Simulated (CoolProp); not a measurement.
The numbers come from the reference Helmholtz-energy equation of state, Smukala 2000 in CoolProp.

Q: For ethylene, give the phase and the cv (kJ/(kg K)), expansivity (1/kK) at 173.2 K and 18.9 bar; 173.2 K and 23.6 bar.

A: 
- 173.2 K and 18.9 bar: liquid; cv 1.36, expansivity 2.53
- 173.2 K and 23.6 bar: liquid; cv 1.36, expansivity 2.52
